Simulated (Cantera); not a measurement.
Iron carbonyl, mercury and lead vapours: PbO + N2

Feed: 1 mol PbO, 0.56 mol N2, held at 1123.15 K and 15.0 mbar.

Method: chemical equilibrium by Gibbs-energy minimisation in Cantera with the NASA 1993 tables (ideal gas, pure condensed phases). Candidate condensed phases: Pb, PbO, PbO2, Pb3O4; 12 gas species. The numbers say what is thermodynamically allowed, not how fast it happens.

```
Property                                Result
----------------------------------  ----------
x(N2)                                    0.999
x(PbO)                                0.000766
x(Pb)                                 0.000130
x(O2)                                  6.39e-5
x(NO)                                  2.05e-6
n(PbO(yellow))                       0.999 mol
gas amount                          0.5605 mol
log10 activity of Pb(l) (absent)         -1.97
log10 activity of PbO2(s) (absent)       -5.44
```
